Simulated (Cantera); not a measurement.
Thermodynamics of hydrogen reduction and annealing atmospheres, feed PbO + H₂

Charge: 1 mol PbO, a varied amount of H₂, held at 1850 K and 0.470 bar.

Equilibrium computed with Cantera from the NASA thermochemical tables; the gas is ideal and each condensed phase is pure. Candidate condensed phases: H₂O, Pb, PbO, PbO₂, Pb₃O₄; 12 gas species. Equilibrium is a limit: real reactors are often held back by kinetics, nucleation or transport.

```tsv
n(H₂) (mol)	log p H₂	log p H₂O	log p Pb	log p H	log p PbO	log p Pb₂	log p OH
7.8	-0.44	-1.27	-1.27	-3.49	-4.71	-4.72	-5.45
15	-0.39	-1.53	-1.53	-3.46	-5.28	-5.24	-5.74
27	-0.36	-1.78	-1.78	-3.45	-5.79	-5.73	-6.00
50	-0.35	-2.04	-2.04	-3.44	-6.33	-6.25	-6.26
93	-0.34	-2.30	-2.30	-3.44	-6.87	-6.78	-6.53
170	-0.33	-2.56	-2.56	-3.44	-7.39	-7.30	-6.79
320	-0.33	-2.83	-2.83	-3.43	-7.94	-7.85	-7.07
590	-0.33	-3.10	-3.10	-3.43	-8.47	-8.38	-7.33
```
log p: log10 of the partial pressure in bar; nothing condenses.

From 7.8 mol H₂ to 590 mol H₂ nothing is condensed. The main Pb-bearing gas is Pb throughout.
